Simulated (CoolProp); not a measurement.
A simple Rankine cycle with trans-2-butene: condensing at 332.15 K, boiler at 2.37 MPa, turbine inlet 412.5 K, turbine efficiency 0.7, pump efficiency 0.7, no recuperator. Each further row changes one setting.

The numbers come from the reference Helmholtz-energy equation of state, Lemmon 2005 in CoolProp. It is a short technical equation, of lower accuracy than the large ones.

| case | thermal efficiency (%) | net work (kJ/kg) | heat in (kJ/kg) | turbine exit temperature (K) | volume ratio over the turbine |
|---|---|---|---|---|---|
| as stated | 8.8 | 39.2 | 445 | 365.3 | 4.45 |
| turbine inlet 432.5 K | 8.9 | 44.0 | ? | 388.8 | 4.25 |
| condensing temperature 324.15 K | 9.8 | ? | 465 | ? | 5.48 |
| boiler pressure 1.66 MPa | 7.0 | 32.8 | ? | ? | 2.86 |
| turbine efficiency 0.6 | 7.4 | 33.0 | 445 | 368.5 | 4.51 |

Question: What belongs in the gaps?

Answer: 
- turbine inlet 432.5 K, heat in (kJ/kg): 497
- condensing temperature 324.15 K, net work (kJ/kg): 45.8
- condensing temperature 324.15 K, turbine exit temperature (K): 359.9
- boiler pressure 1.66 MPa, heat in (kJ/kg): 471
- boiler pressure 1.66 MPa, turbine exit temperature (K): 381.8
